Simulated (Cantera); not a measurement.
What does this Cantera script print?

```python
import numpy as np
import cantera as ct

gas_names = [...]  # 113 gases of nasa_gas.yaml made of C, H, O, Ti
cond_names = """
    C(gr) C6H6(L) C7H8(L) C8H18(L),n-octa H2O(s) H2O(L) Ti(a) Ti(b) Ti(L) TiC(s) TiC(L) TiO(a) TiO(b)
    TiO(L) TiO2(ru) TiO2(L) Ti2O3(a) Ti2O3(b) Ti2O3(L) Ti3O5(a) Ti3O5(b) Ti3O5(L) Ti4O7(s) Ti4O7(L)
""".split()


# ... load() reads the species with a 1 bar reference pressure and builds the phases ...
atoms = {
    'TiO2': {'Ti': 1, 'O': 2},
    'CH4': {'C': 1, 'H': 4},
    'H2': {'H': 2},
}
top_T = {'C(gr)': 4500}  # K; cautious upper limits of use, not melting points


# ... equilibrate(T, P, feed) seeds the gas with the atoms and calls Mixture.equilibrate('TP', solver="vcs", rtol=1e-11, max_steps=5000) ...
results = []
feed = {'TiO2': 1, 'CH4': 4.9, 'H2': 0.19}  # mol
P = 13332.2  # Pa
for T in [1075, 1125, 1175, 1225, 1275, 1325, 1375]:
    mix = equilibrate(T, P, feed)
    results.append((T, P, feed, dict(zip(mix.species_names, mix.species_moles))))
    x = sorted(zip(gas.X, gas.species_names), reverse=True)
    print(f"T = {T:g} K  P = {P:g} Pa  gas = {mix.phase_moles(0):.4g} mol")
    print("   x: " + "  ".join(f"{s} {v:.3e}" for v, s in x if v > 0.001))
    print("   condensed (mol): " + ("  ".join(f"{mix.phase(i).name} {mix.phase_moles(i):.4g}"
          for i in range(1, mix.n_phases) if mix.phase_moles(i) > 1e-12) or "none"))
```

It prints:

```
T = 1075 K  P = 13332.2 Pa  gas = 10.07 mol
   x: H2 9.806e-01  CO 1.335e-02  CH4 5.782e-03
   condensed (mol): C(gr) 4.707  TiO2(ru) 0.4532  Ti4O7(s) 0.1367
T = 1125 K  P = 13332.2 Pa  gas = 10.2 mol
   x: H2 9.719e-01  CO 2.430e-02  CH4 3.633e-03
   condensed (mol): C(gr) 4.615  Ti4O7(s) 0.25
T = 1175 K  P = 13332.2 Pa  gas = 10.24 mol
   x: H2 9.705e-01  CO 2.693e-02  CH4 2.405e-03
   condensed (mol): C(gr) 4.6  Ti3O5(b) 0.1085  Ti4O7(s) 0.1686
T = 1225 K  P = 13332.2 Pa  gas = 10.31 mol
   x: H2 9.660e-01  CO 3.226e-02  CH4 1.634e-03
   condensed (mol): C(gr) 4.551  Ti3O5(b) 0.3333
T = 1275 K  P = 13332.2 Pa  gas = 10.5 mol
   x: H2 9.492e-01  CO 4.956e-02  CH4 1.113e-03
   condensed (mol): C(gr) 4.255  TiC(s) 0.1127  Ti3O5(b) 0.2958
T = 1325 K  P = 13332.2 Pa  gas = 11.41 mol
   x: H2 8.743e-01  CO 1.249e-01
   condensed (mol): C(gr) 2.813  TiC(s) 0.6554  Ti3O5(b) 0.1149
T = 1375 K  P = 13332.2 Pa  gas = 11.98 mol
   x: H2 8.326e-01  CO 1.668e-01
   condensed (mol): C(gr) 1.896  TiC(s) 1
```

Cantera equilibrium calculation (NASA polynomials, part measured and part estimated; ideal gas, pure solids and liquids). Mutual solubility and eutectic melting of coexisting phases are not modelled. TiC: taken at fixed stoichiometry. Condensed phases not in the tables: Magnéli phases beyond Ti4O7.
